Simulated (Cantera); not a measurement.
What does this Cantera script print?

```python
import numpy as np
import cantera as ct

surf = ct.Interface("diamond.yaml", "diamond_100")
gas, bulk = surf.adjacent["gas"], surf.adjacent["diamond"]
k = surf.kinetics_species_index(bulk.species_names[0])
cover = ["c6HH", "c6H*", "c6*H", "c6**", "c6HM", "c6B"]

rows, drift = [], 0.0
print(f"{'xCH3':>10s}{'um/h':>11s}" + "".join(f"{s:>11s}" for s in cover))
for v in [1e-06, 2.8e-06, 8.1e-06, 2.3e-05, 6.6e-05, 0.00019, 0.00053, 0.0015, 0.0043]:
    T, P, xH, xCH3 = 1400, 1400, 0.033, v
    gas.TPX = T, P, {"H": xH, "CH3": xCH3, "CH4": 0.0056, "H2": 1 - xH - xCH3 - 0.0056}
    surf.TP = bulk.TP = T, P
    surf.coverages = "c6H*:0.1, c6HH:0.9"
    surf.advance_coverages(100.0)
    before = surf.coverages
    surf.advance_coverages(100.0)
    drift = max(drift, np.max(np.abs(surf.coverages - before) / (surf.coverages + 1e-9)))
    rate = surf.net_production_rates[k] * bulk.mean_molecular_weight / bulk.density * 3.6e9
    rows.append([rate, *surf[cover].coverages])
    print(f"{v:10.4g}{rate:11.4e}" + "".join(f"{x:11.3e}" for x in rows[-1][1:]))
```

Output:

```
      xCH3       um/h       c6HH       c6H*       c6*H       c6**       c6HM        c6B
     1e-06 3.6684e-03  3.258e-01  5.994e-02  5.477e-01  6.650e-02  1.084e-07  9.954e-12
   2.8e-06 1.0271e-02  3.258e-01  5.994e-02  5.477e-01  6.650e-02  3.036e-07  2.787e-11
   8.1e-06 2.9713e-02  3.258e-01  5.994e-02  5.477e-01  6.650e-02  8.781e-07  8.063e-11
   2.3e-05 8.4362e-02  3.258e-01  5.994e-02  5.477e-01  6.649e-02  2.493e-06  2.289e-10
   6.6e-05 2.4202e-01  3.258e-01  5.994e-02  5.477e-01  6.647e-02  7.154e-06  6.567e-10
   0.00019 6.9617e-01  3.258e-01  5.993e-02  5.477e-01  6.642e-02  2.059e-05  1.889e-09
   0.00053 1.9378e+00  3.258e-01  5.992e-02  5.476e-01  6.626e-02  5.737e-05  5.258e-09
    0.0015 5.4510e+00  3.258e-01  5.989e-02  5.473e-01  6.583e-02  1.619e-04  1.479e-08
    0.0043 1.5358e+01  3.256e-01  5.981e-02  5.465e-01  6.462e-02  4.602e-04  4.167e-08
```

Cantera simulation using the Harris–Goodwin 1993 mechanism for the reconstructed diamond (100) surface; the numbers are that mechanism's predictions, not measurements.
